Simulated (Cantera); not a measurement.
Mixture: H2 : O2 : N2 = 1 : 0.893 : 3.3 (molar parts), equivalence ratio 0.56, at 1000000 Pa, adiabatic and at constant pressure. Ignition delay is the time to a rise of 400 K.

Model: GRI-Mech 3.0 (53 species, 325 reactions), integrated in Cantera. The hydrogen kinetics of GRI-Mech 3.0 are dated; newer H2 mechanisms differ, most at raised pressure. Where the delays flatten at high temperature, the 400 K rule measures the pace of heat release, not the induction time.

Question: What does this change do: H2 1 to 1.8 parts?

Answer: 
| quantity | before | after |
|---|---|---|
| delay at 1275 K | 7.04 µs | 6.98 µs |
| delay at 1325 K | 4.06 µs | 3.90 µs |
| delay at 1375 K | 2.83 µs | 2.68 µs |
| delay at 1425 K | 2.16 µs | 2.02 µs |
| delay at 1475 K | 1.73 µs | 1.61 µs |
| delay at 1525 K | 1.44 µs | 1.33 µs |
| apparent activation energy between 1425 and 1525 K | 73 kJ/mol | 76 kJ/mol |

Question: What does this change do: pressure from 1000000 Pa to 1100000 Pa?

Answer: 
```csv
quantity,before,after
delay at 1275 K,7.04 µs,7.59 µs
delay at 1325 K,4.06 µs,4.00 µs
delay at 1375 K,2.83 µs,2.69 µs
delay at 1425 K,2.16 µs,2.01 µs
delay at 1475 K,1.73 µs,1.60 µs
delay at 1525 K,1.44 µs,1.32 µs
apparent activation energy between 1425 and 1525 K,73 kJ/mol,76 kJ/mol
```
